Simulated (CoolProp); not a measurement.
Vinyl chloride along the isobar 33100 kPa: Z from the reference equation and from simpler models built on Tc = 425.0 K, pc = 5600 kPa, ω = 0.160; each cubic takes its own stable root.

Values from CoolProp's reference Helmholtz-energy equation of state, Thol 2022.

| T (K) | phase | reference | van der Waals | Redlich-Kwong | Peng-Robinson |
|---|---|---|---|---|---|
| 327.8 | liquid | 0.8322 | 1.220 | 0.8847 | 0.7802 |
| 334.6 | liquid | 0.8241 | 1.203 | 0.8758 | 0.7726 |
| 341.4 | liquid | 0.8165 | 1.187 | 0.8676 | 0.7657 |
| 348.3 | liquid | 0.8093 | 1.171 | 0.8599 | 0.7593 |
| 355.1 | liquid | 0.8028 | 1.157 | 0.8528 | 0.7536 |
| 361.9 | liquid | 0.7967 | 1.143 | 0.8464 | 0.7485 |
| 368.7 | liquid | 0.7911 | 1.130 | 0.8404 | 0.7439 |
| 375.5 | liquid | 0.7859 | 1.117 | 0.8350 | 0.7400 |
| 382.3 | liquid | 0.7812 | 1.105 | 0.8301 | 0.7366 |
| 389.1 | liquid | 0.7769 | 1.094 | 0.8256 | 0.7337 |
| 395.9 | liquid | 0.7731 | 1.083 | 0.8217 | 0.7313 |
| 402.8 | liquid | 0.7696 | 1.072 | 0.8181 | 0.7295 |
| 409.6 | liquid | 0.7666 | 1.063 | 0.8150 | 0.7282 |
| 416.4 | liquid | 0.7640 | 1.053 | 0.8123 | 0.7274 |
| 423.2 | liquid | 0.7619 | 1.045 | 0.8101 | 0.7271 |
| 430 | supercritical | 0.7602 | 1.036 | 0.8083 | 0.7274 |
